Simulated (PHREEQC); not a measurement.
PHREEQC input (ion-association model, wateq4f.dat):

```
SOLUTION_MASTER_SPECIES
  An  An-  0  An  62.0  # stands for a non-complexing anion
SOLUTION_SPECIES
  An- = An-
    -log_k 0
    -gamma 3.0 0
  PO4-3 + 3H+ = H3PO4  # constants of phreeqc.dat
    -log_k 21.721
    -delta_h -10.1 kJ
PHASES
  Fix_H+
    H+ = H+
    -log_k 0
SOLUTION 1
  temp 25
  units mmol/kgw
  pH 7 charge
  As(5) 0.059
  Na 100.119
  Cl 0.19
  Ni 0.095
  P 0.00094
  An 100
END
SELECTED_OUTPUT 1
  -reset false
  -pH true
  -pe true
  -ionic_strength true
  -water true
  -totals As Cl Na Ni P As(3) As(5)
  -molalities Hfo_wOH Hfo_wOH2+ Hfo_wO- Hfo_sOH Hfo_sOH2+ Hfo_sO- Hfo_wH2AsO4 Hfo_wHAsO4- Hfo_wOHAsO4-3 Hfo_sONi+
    Hfo_wONi+ Hfo_wH2PO4 Hfo_wHPO4- Hfo_wPO4-2
  -saturation_indices Ni(OH)2 Ni3(PO4)2 Ni3(AsO4)2:8H2O Halite
USER_PUNCH 1
  -headings sigma psi
  10 PUNCH EDL("sigma", "Hfo"), EDL("psi", "Hfo")
PRINT
  -reset false
USE solution 1
SURFACE 1
  Hfo_wOH 5.16854e-05 600 0.023
  Hfo_sOH 1.29213e-06
EQUILIBRIUM_PHASES 1
  Fix_H+ -4 HAn 10
    -force_equality true
  O2(g) -0.68 10
END
# ... the last block is repeated for the other 12 points of pH, with NaOH or the acid as the point needs
```

Selected output (columns that matter, 9 of 13 rows; pH added in front):

```
pH	mu	As	Na	Ni	P	m_Hfo_wOH	m_Hfo_wOH2+	m_Hfo_wO-	si_Ni(OH)2	si_Ni3(PO4)2	si_Ni3(AsO4)2:8H2O	si_Halite	sigma	psi
4	0.10053	1.3447e-05	0.10012	9.4999e-05	5.8019e-07	1.3749e-08	5.7588e-06	7.5194e-13	-7.2549	-17.853	-19.449	-6.5264	0.031508	0.039512
5	0.10042	1.6587e-05	0.10012	9.4947e-05	6.4073e-07	8.8257e-08	8.8845e-06	2.0085e-11	-5.255	-13.769	-15.266	-6.5263	0.012514	0.016985
5.5	0.10041	1.908e-05	0.10012	9.4614e-05	6.7966e-07	2.0298e-07	1.1296e-05	8.3558e-11	-4.2565	-11.747	-13.175	-6.5263	0.0019068	0.0026344
6	0.1004	2.201e-05	0.10012	9.3884e-05	7.1771e-07	4.5255e-07	1.3941e-05	3.3654e-10	-3.2599	-9.7856	-11.139	-6.5263	-0.0085755	-0.01175
7	0.1004	2.945e-05	0.10012	8.6876e-05	7.8674e-07	2.0866e-06	1.3052e-05	7.6418e-09	-1.2939	-6.4533	-7.6493	-6.5263	-0.022913	-0.029947
8	0.10038	4.2883e-05	0.10016	6.0855e-05	9.0276e-07	1.7037e-06	9.0107e-07	7.3798e-08	0.5488	-4.3969	-5.3981	-6.5261	-0.019324	-0.025636
8.5	0.10039	4.4926e-05	0.10018	5.6945e-05	9.31e-07	6.4354e-07	1.0962e-07	8.6548e-08	1.5125	-3.4388	-4.429	-6.526	-0.01971	-0.026107
9	0.10039	4.5102e-05	0.10019	5.6248e-05	9.3757e-07	2.2102e-07	1.2167e-08	9.1983e-08	2.4754	-2.5317	-3.5288	-6.5259	-0.020167	-0.026664
10	0.10048	4.4853e-05	0.1004	5.6466e-05	9.3965e-07	7.7317e-08	6.2721e-10	2.1834e-07	3.7606	-2.6799	-3.7306	-6.5251	-0.028811	-0.036626
```

Along this series the solution becomes supersaturated in solids that the run did not let form, among them Ni(OH)2. Species that the database lacks are ignored. H3PO4, which wateq4f.dat lacks, is added to it with the constant of phreeqc.dat. The database has no phosphate complexes of Ni. The database has no arsenate complexes of Ni.
